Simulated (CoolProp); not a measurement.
C2F6 (R116) along the isotherm 283.5 K: fugacity coefficient from the reference equation and from simpler models built on Tc = 293.0 K, pc = 3.048 MPa, ω = 0.257; each cubic takes its own stable root.

Model: reference Helmholtz-energy equation of state, Lemmon 2006, in CoolProp. It is a short technical equation, of lower accuracy than the large ones.

```tsv
p (MPa)	phase	reference	van der Waals	Redlich-Kwong	Soave-Redlich-Kwong	Peng-Robinson
0.19	gas	0.9769	0.9800	0.9767	0.9764	0.9740
0.381	gas	0.9538	0.9599	0.9535	0.9528	0.9481
0.571	gas	0.9308	0.9400	0.9306	0.9296	0.9227
0.762	gas	0.9078	0.9200	0.9077	0.9063	0.8975
0.952	gas	0.8850	0.9001	0.8850	0.8833	0.8726
1.14	gas	0.8624	0.8804	0.8627	0.8606	0.8482
1.33	gas	0.8395	0.8604	0.8402	0.8377	0.8237
1.52	gas	0.8165	0.8404	0.8177	0.8149	0.7994
```
